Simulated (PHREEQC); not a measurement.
Make-up at 25 °C: 9.5 mmol/kgw CdCl2. It is in equilibrium with CO2 at log p = -2 (atm). Otherwise closed; pH follows from the charge balance.

The numbers come from PHREEQC with the ion-association model, phreeqc.dat.

| Quantity | Result |
|---|---|
| pH | 4.88 |
| ionic strength | 0.0197 mol/kgw |

```csv
species,molality,activity,log γ
Cl-,0.0145,0.0126,-0.061
Cd+2,0.00518,0.00299,-0.239
CdCl+,0.00413,0.00360,-0.060
CO2,0.000339,0.000340,0.002
CdCl2,0.000188,0.000189,0.002
H+,1.46e-5,1.30e-5,-0.051
```

This is a speciation only: nothing precipitates in the calculation.
